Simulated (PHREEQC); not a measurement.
Consider water at 80 °C with 0.21 mol NaH2PO4 and 0.0011 mol Na2HPO4 per kg of water. Closed to the air; pH follows from the charge balance.

The numbers come from PHREEQC with the ion-association model, phreeqc.dat.

Each row changes one thing in this solution. This is a speciation only: nothing precipitates in the calculation.

| case | pH | ionic strength (mol/kgw) | HPO4-2 (mol/kgw) | H3PO4 (mol/kgw) | NaHPO4- (mol/kgw) | PO4-3 (mol/kgw) |
|---|---|---|---|---|---|---|
| as made | 4.60 | 0.214 | 0.00186 | 0.000925 | 0.000196 | 6.20e-10 |
| temperature from 80 to 40 °C | 4.63 | 0.214 | 0.00155 | 0.000603 | 0.000182 | 2.51e-10 |
| 0.077 mol/kgw NaOH added | 6.30 | 0.351 | 0.0699 | 1.08e-5 | 0.00817 | 1.65e-6 |
| diluted 10-fold with water | ? | 0.0214 | 0.000187 | 6.52e-5 | 4.16e-6 | 3.43e-11 |
| Na2HPO4 from 0.0011 to 0.00099 mol/kgw | ? | 0.214 | 0.00179 | 0.000959 | 0.000189 | 5.76e-10 |
| NaH2PO4 replaced by NaNO3 at the same molality | 8.02 | 0.213 | 0.000958 | ? | 0.000101 | 8.43e-7 |

Problem. Fill in the missing entries.

Solution. 
- diluted 10-fold with water, pH: 4.84
- Na2HPO4 from 0.0011 to 0.00099 mol/kgw, pH: 4.58
- NaH2PO4 replaced by NaNO3 at the same molality, H3PO4 (mol/kgw): 6.79e-11

Species that the database lacks are ignored. Constants without temperature data keep their 25 °C values here.
